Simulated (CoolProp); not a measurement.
Ethylene along the isobar 7.82 MPa: fugacity coefficient from the reference equation and from simpler models built on Tc = 9.2 °C, pc = 5.042 MPa, ω = 0.087; each cubic takes its own stable root.

Model: reference Helmholtz-energy equation of state, Smukala 2000, in CoolProp.

| T (°C) | phase | reference | van der Waals | Redlich-Kwong | Soave-Redlich-Kwong | Peng-Robinson |
|---|---|---|---|---|---|---|
| -113.25 | liquid | 0.009255 | 0.05599 | 0.009198 | 0.009261 | 0.009290 |
| -102.65 | liquid | 0.01748 | 0.07824 | 0.01807 | 0.01755 | 0.01738 |
| -92.15 | liquid | 0.03006 | 0.1046 | 0.03186 | 0.03032 | 0.02971 |
| -81.55 | liquid | 0.04832 | 0.1355 | 0.05195 | 0.04894 | 0.04758 |
| -71.05 | liquid | 0.07280 | 0.1701 | 0.07876 | 0.07403 | 0.07155 |
| -60.45 | liquid | 0.1046 | 0.2088 | 0.1132 | 0.1067 | 0.1027 |
| -49.95 | liquid | 0.1434 | 0.2502 | 0.1547 | 0.1467 | 0.1408 |
| -39.35 | liquid | 0.1898 | 0.2947 | 0.2035 | 0.1947 | 0.1863 |
| -28.85 | liquid | 0.2426 | 0.3410 | 0.2579 | 0.2491 | 0.2381 |
| -18.35 | liquid | 0.3013 | 0.3886 | 0.3170 | 0.3093 | 0.2954 |
| -7.75 | liquid | 0.3654 | 0.4376 | 0.3800 | 0.3746 | 0.3576 |
| 2.75 | liquid | 0.4320 | 0.4861 | 0.4438 | 0.4415 | 0.4215 |
| 13.35 | supercritical | 0.5000 | 0.5341 | 0.5072 | 0.5088 | 0.4858 |
| 23.85 | supercritical | 0.5647 | 0.5798 | 0.5660 | 0.5712 | 0.5455 |
| 34.45 | supercritical | 0.6207 | 0.6225 | 0.6173 | 0.6250 | 0.5970 |
| 44.95 | supercritical | 0.6642 | 0.6596 | 0.6586 | 0.6679 | 0.6384 |
